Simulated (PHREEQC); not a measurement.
0.054 g of hydrous ferric oxide (600 m²/g; 0.2 weak and 0.005 strong sites per Fe, Dzombak-Morel constants, diffuse double layer) in 1 kg of water with 0.005 mol/kgw of an inert sodium salt and 0.00015 mol Na2SO4, at 25 °C; the pH is set by adding NaOH or the inert anion's acid. Oxygen is held at 0.21 atm. CO2 from the air is kept out. Nothing may precipitate in this run.

Base run: PHREEQC, ion-association model, wateq4f.dat. Each further column changes one thing. The table gives S sorbed (%).

| pH | base | background salt from 0.005 to 0.0005 mol/kgw | oxide from 0.054 to 0.27 g/kgw | 6.5e-05 mol/kgw H3BO3 added |
|---|---|---|---|---|
| 4 | 36.0 | … | 99.7 | 36.0 |
| 4.38 | 34.2 | 36.4 | 99.2 | 34.2 |
| 5.12 | 27.3 | 29.2 | … | 27.3 |
| 5.5 | 22.2 | 24.0 | 82.6 | 22.2 |
| 5.88 | 16.7 | 18.2 | 66.5 | 16.7 |
| 6.62 | 6.7 | 7.7 | 29.5 | 6.7 |
| 7 | 3.0 | 3.6 | 13.7 | 3.0 |
| 7.38 | 0.9 | 1.1 | … | 0.9 |
| 8.12 | 0.0 | 0.1 | 0.2 | 0.0 |
| 8.5 | 0.0 | 0.0 | 0.0 | 0.0 |
| 8.88 | 0.0 | 0.0 | 0.0 | 0.0 |
| 9.62 | 0.0 | 0.0 | 0.0 | 0.0 |
| 10 | 0.0 | 0.0 | 0.0 | 0.0 |

Fill in the missing entries.


- 4, background salt from 0.005 to 0.0005 mol/kgw: 38.1
- 5.12, oxide from 0.054 to 0.27 g/kgw: 93.0
- 7.38, oxide from 0.054 to 0.27 g/kgw: 4.3
